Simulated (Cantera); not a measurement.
# Pyrogenic steam for wet oxidation

An isothermal, constant-pressure homogeneous reactor starts with 3.19 % H2, 9.96 % O2, 82.7 % N2, 4.18 % H2O, equivalence ratio 0.16, at 1225 K and 120 Torr.

Computed with Cantera and GRI-Mech 3.0 (53 species, 325 reactions).

```tsv
t (s)	x H2	x O2	x N2O	x OH	x H	x O
0.000300	0.0319	0.0996	<1e-12	9.45e-7	2.66e-6	1.44e-6
0.000726	0.00767	0.0866	7.31e-9	0.00234	0.00944	0.00560
0.00176	0.00156	0.0842	3.78e-8	0.00148	0.00289	0.00306
0.00425	0.000349	0.0847	5.74e-8	0.000665	0.000273	0.000648
0.0103	5.40e-5	0.0849	7.06e-8	0.000257	1.61e-5	9.87e-5
0.0249	9.30e-6	0.0850	7.69e-8	0.000110	1.25e-6	1.79e-5
0.0602	2.12e-6	0.0850	8.01e-8	5.47e-5	1.50e-7	4.38e-6
0.146	6.10e-7	0.0850	8.17e-8	3.01e-5	2.48e-8	1.33e-6
0.353	2.04e-7	0.0850	8.16e-8	1.77e-5	5.04e-9	4.60e-7
0.854	7.60e-8	0.0850	7.88e-8	1.09e-5	1.18e-9	1.74e-7
2.07	3.17e-8	0.0850	7.05e-8	7.04e-6	3.22e-10	7.31e-8
5.00	1.70e-8	0.0850	5.28e-8	5.13e-6	1.27e-10	3.88e-8
```
x: mole fraction; the columns are a selection and need not sum to one.

Equilibrium at this temperature and pressure: H2 1.37e-8, O2 0.0849, N2O 4.44e-9, OH 4.57e-6, H 9.17e-11, O 3.09e-8 (gas phase only).
